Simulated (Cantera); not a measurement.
A perfectly stirred reactor is fed with CH4 : CO2 = 0.17 : 0.36 (molar parts), at 0.132 atm; it is held at 2050 K, and followed from long to short residence time.

Detailed kinetics in Cantera: GRI-Mech 3.0 (53 species, 325 reactions).

x: mole fraction; the columns are a selection and need not sum to one.

```tsv
τ (s)	x CH4	x CO2	x H2O	x CH2CO	x O	x H2
5.1	0.000166	0.0699	0.148	1.53e-7	[?]	0.241
2.3	0.000406	0.0703	0.149	4.36e-7	8.44e-7	0.240
1.1	0.000850	0.0711	0.149	1.18e-6	7.88e-7	0.239
0.49	0.00176	0.0732	0.151	3.57e-6	7.38e-7	0.236
0.22	0.00333	0.0785	0.155	1.03e-5	[?]	0.229
0.10	0.00576	0.0907	0.165	2.67e-5	[?]	0.215
0.047	0.00925	0.114	0.179	5.79e-5	[?]	0.193
0.022	0.0148	0.153	0.193	0.000106	[?]	0.167
0.0099	0.0251	0.217	0.195	0.000155	[?]	0.147
0.0045	0.0441	0.303	0.170	0.000162	[?]	0.145
```

Problem. Some entries are withheld; supply them.

Solution. 
- 5.1, x O: 9.56e-7
- 0.22, x O: 6.70e-7
- 0.10, x O: 5.66e-7
- 0.047, x O: 4.42e-7
- 0.022, x O: 3.22e-7
- 0.0099, x O: 2.21e-7
- 0.0045, x O: 1.52e-7
